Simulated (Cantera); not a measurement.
# Silicon epitaxy and polysilicon growth: Si2H6 + N2 + NH3

A closed system holds: 1 mol Si2H6, 3 mol N2, 0.00084 mol NH3, held at 5.20 mbar.

Equilibrium computed with Cantera from the NASA thermochemical tables; the gas is ideal and each condensed phase is pure. Candidate condensed phases: Si, Si3N4; 18 gas species. The feed counts by its element totals alone. Mutual solubility and eutectic melting of coexisting phases are not modelled. The tables' values for SiN are old estimates; treat these amounts as uncertain. Gases not in the tables: Si2H6 and higher silanes. Equilibrium is a limit: real reactors are often held back by kinetics, nucleation or transport.

From 923 K to 1623 K the condensed part is Si3N4(s). At 1723 K the condensed part is Si(l) + Si3N4(s). At 1823 K the condensed part is Si(l).

```json
[
 {"T (K)": "923", "log p H2": "-2.48", "log p N2": "-2.73", "log p H": "-10.85", "log p Si": "<-14", "log p SiH": "<-14", "n Si3N4(s)": "0.667", "n Si(l)": "0"},
 {"T (K)": "1023", "log p H2": "-2.48", "log p N2": "-2.73", "log p H": "-9.62", "log p Si": "<-14", "log p SiH": "<-14", "n Si3N4(s)": "0.667", "n Si(l)": "0"},
 {"T (K)": "1123", "log p H2": "-2.48", "log p N2": "-2.73", "log p H": "-8.61", "log p Si": "<-14", "log p SiH": "<-14", "n Si3N4(s)": "0.667", "n Si(l)": "0"},
 {"T (K)": "1223", "log p H2": "-2.48", "log p N2": "-2.73", "log p H": "-7.76", "log p Si": "<-14", "log p SiH": "<-14", "n Si3N4(s)": "0.667", "n Si(l)": "0"},
 {"T (K)": "1323", "log p H2": "-2.48", "log p N2": "-2.73", "log p H": "-7.04", "log p Si": "-12.26", "log p SiH": "-12.63", "n Si3N4(s)": "0.667", "n Si(l)": "0"},
 {"T (K)": "1423", "log p H2": "-2.48", "log p N2": "-2.73", "log p H": "-6.42", "log p Si": "-10.34", "log p SiH": "-10.93", "n Si3N4(s)": "0.667", "n Si(l)": "0"},
 {"T (K)": "1523", "log p H2": "-2.48", "log p N2": "-2.73", "log p H": "-5.87", "log p Si": "-8.68", "log p SiH": "-9.45", "n Si3N4(s)": "0.667", "n Si(l)": "0"},
 {"T (K)": "1623", "log p H2": "-2.48", "log p N2": "-2.73", "log p H": "-5.40", "log p Si": "-7.22", "log p SiH": "-8.16", "n Si3N4(s)": "0.667", "n Si(l)": "0"},
 {"T (K)": "1723", "log p H2": "-2.55", "log p N2": "-2.63", "log p H": "-5.01", "log p Si": "-6.01", "log p SiH": "-7.12", "n Si3N4(s)": "0.245", "n Si(l)": "1.26"},
 {"T (K)": "1823", "log p H2": "-2.59", "log p N2": "-2.59", "log p H": "-4.66", "log p Si": "-5.35", "log p SiH": "-6.62", "n Si3N4(s)": "0", "n Si(l)": "1.99"}
]
```
log p: log10 of the partial pressure in bar; n: condensed amount in mol.
